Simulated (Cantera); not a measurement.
A Cantera script and what it prints.

```python
import numpy as np
import cantera as ct

gas_names = [...]  # 123 gases of nasa_gas.yaml made of C, H, O, Si
cond_names = """
    C(gr) C6H6(L) C7H8(L) C8H18(L),n-octa H2O(s) H2O(L) Si(cr) Si(L) SiC(b) SiO2(Lqz) SiO2(hqz) SiO2(L)
""".split()


# ... load() reads the species with a 1 bar reference pressure and builds the phases ...
atoms = {
    'HMDSO': {'Si': 2, 'C': 6, 'H': 18, 'O': 1},
    'CO2': {'C': 1, 'O': 2},
    'H2': {'H': 2},
}
top_T = {'C(gr)': 4500, 'SiC(b)': 3050}  # K; cautious upper limits of use, not melting points


# ... equilibrate(T, P, feed) seeds the gas with the atoms and calls Mixture.equilibrate('TP', solver="vcs", rtol=1e-11, max_steps=5000) ...
results = []
feed = {'HMDSO': 1, 'CO2': 0.69, 'H2': 35}  # mol
P = 150  # Pa
for T in [1048, 1073, 1098, 1123, 1148, 1173, 1198, 1223, 1248, 1273, 1298, 1323]:
    mix = equilibrate(T, P, feed)
    results.append((T, P, feed, dict(zip(mix.species_names, mix.species_moles))))
    x = sorted(zip(gas.X, gas.species_names), reverse=True)
    print(f"T = {T:g} K  P = {P:g} Pa  gas = {mix.phase_moles(0):.4g} mol")
    print("   x: " + "  ".join(f"{s} {v:.3e}" for v, s in x if v > 0.0001))
    print("   condensed (mol): " + ("  ".join(f"{mix.phase(i).name} {mix.phase_moles(i):.4g}"
          for i in range(1, mix.n_phases) if mix.phase_moles(i) > 1e-12) or "none"))
```

It prints:

```
T = 1048 K  P = 150 Pa  gas = 44.02 mol
   x: H2 9.995e-01  CO 4.440e-04
   condensed (mol): C(gr) 5.847  SiC(b) 0.8198  SiO2(hqz) 1.18
T = 1073 K  P = 150 Pa  gas = 44.04 mol
   x: H2 9.989e-01  CO 9.996e-04
   condensed (mol): C(gr) 5.811  SiC(b) 0.832  SiO2(hqz) 1.168
T = 1098 K  P = 150 Pa  gas = 44.09 mol
   x: H2 9.978e-01  CO 2.168e-03
   condensed (mol): C(gr) 5.734  SiC(b) 0.8578  SiO2(hqz) 1.142
T = 1123 K  P = 150 Pa  gas = 44.2 mol
   x: H2 9.954e-01  CO 4.539e-03
   condensed (mol): C(gr) 5.577  SiC(b) 0.9103  SiO2(hqz) 1.09
T = 1148 K  P = 150 Pa  gas = 44.41 mol
   x: H2 9.908e-01  CO 9.198e-03
   condensed (mol): C(gr) 5.266  SiC(b) 1.014  SiO2(hqz) 0.9857
T = 1173 K  P = 150 Pa  gas = 44.81 mol
   x: H2 9.819e-01  CO 1.808e-02
   condensed (mol): C(gr) 4.664  SiC(b) 1.215  SiO2(hqz) 0.7849
T = 1198 K  P = 150 Pa  gas = 45.57 mol
   x: H2 9.654e-01  CO 3.452e-02
   condensed (mol): C(gr) 3.52  SiC(b) 1.596  SiO2(hqz) 0.4032
T = 1223 K  P = 150 Pa  gas = 46.38 mol
   x: H2 9.487e-01  CO 5.129e-02
   condensed (mol): C(gr) 2.311  SiC(b) 1.999
T = 1248 K  P = 150 Pa  gas = 46.38 mol
   x: H2 9.487e-01  CO 5.129e-02
   condensed (mol): C(gr) 2.312  SiC(b) 1.999
T = 1273 K  P = 150 Pa  gas = 46.38 mol
   x: H2 9.487e-01  CO 5.128e-02
   condensed (mol): C(gr) 2.312  SiC(b) 1.998
T = 1298 K  P = 150 Pa  gas = 46.38 mol
   x: H2 9.486e-01  CO 5.128e-02
   condensed (mol): C(gr) 2.313  SiC(b) 1.998
T = 1323 K  P = 150 Pa  gas = 46.38 mol
   x: H2 9.486e-01  CO 5.127e-02
   condensed (mol): C(gr) 2.314  SiC(b) 1.998
```

Equilibrium computed with Cantera from the NASA thermochemical tables; the gas is ideal and each condensed phase is pure. The feed counts by its element totals alone. Mutual solubility and eutectic melting of coexisting phases are not modelled. The tables hold silica as quartz up to 1696 K and as liquid above; real silica turns to tridymite and cristobalite and melts near 1996 K.
